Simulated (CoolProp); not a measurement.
Vapour-liquid equilibrium of nitrogen (1) + carbon monoxide (2) at 1.83 MPa; x and y are mole fractions of (1).

Values from CoolProp's multi-fluid Helmholtz-energy mixture model, Span 2000 and Lemmon 2006; pair parameters Gernert 2013.

```csv
x,bubble temperature (K),y at the bubble point,dew temperature at overall composition x (K),liquid density (mol/L)
0.05,119.2,0.060,119.2,___
0.125,118.7,___,118.8,20.71
0.2,118.2,0.233,118.4,20.74
0.275,117.7,0.315,117.9,20.77
0.35,117.2,0.394,117.5,20.80
0.425,116.7,___,___,20.82
0.5,116.3,0.545,116.6,20.84
0.575,115.9,0.617,116.1,20.87
0.65,115.5,0.687,115.7,20.89
0.725,115.1,0.756,115.3,20.91
0.8,114.8,0.823,114.9,20.93
0.875,114.4,0.890,114.5,20.96
0.95,114.1,0.956,114.2,20.98
```

Task: Some entries are withheld; supply them.

Result: 
- 0.05, liquid density (mol/L): 20.68
- 0.125, y at the bubble point: 0.148
- 0.425, y at the bubble point: 0.471
- 0.425, dew temperature at overall composition x (K): 117.0

No azeotrope shows between x = 0.05 and 0.95.

The pair parameters rest on a limited set of measurements; away from them the model extrapolates.
